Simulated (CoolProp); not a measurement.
Dimethyl carbonate at 325.36 K and 0.0117 MPa is throttled through a valve to 0.00634 MPa with no heat exchange. Each further row changes one setting.

Model: reference Helmholtz-energy equation of state, Zhou 2011, in CoolProp.

| case | temperature change (K) | final density (kg/m³) |
|---|---|---|
| as stated | -0.2 | 0.212 |
| outlet pressure 0.0019 MPa | -0.3 | 0.0634 |
| outlet pressure 0.00824 MPa | -0.1 | 0.275 |
